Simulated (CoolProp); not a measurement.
Benzene along the isobar 2720 kPa: density (kg/m³) from the reference equation and from simpler models built on Tc = 288.9 °C, pc = 4906 kPa, ω = 0.211; each cubic takes its own stable root.

Computed with CoolProp (reference Helmholtz-energy equation of state, Thol 2012).

```tsv
T (°C)	phase	reference	van der Waals	Redlich-Kwong	Peng-Robinson
216.65	liquid	634.5	76.81	531.0	628.5
231.15	liquid	605.3	70.90	494.8	587.6
245.55	gas	[?]	66.32	71.18	75.10
260.05	gas	67.57	[?]	65.89	68.59
274.55	gas	[?]	59.34	61.73	63.71
288.95	gas	58.62	56.59	58.33	[?]
303.45	gas	55.42	54.15	55.43	56.58
317.95	gas	52.71	51.97	52.91	53.81
332.35	gas	50.40	[?]	50.71	51.41
346.85	gas	48.34	48.24	48.73	49.28
```

**Question.** What belongs in the gaps?

**Answer.** 
- 245.55, reference: 74.72
- 260.05, van der Waals: 62.54
- 274.55, reference: 62.52
- 288.95, Peng-Robinson: 59.83
- 332.35, van der Waals: 50.02

At some of these states van der Waals gives the other phase, because its saturation line lies elsewhere.
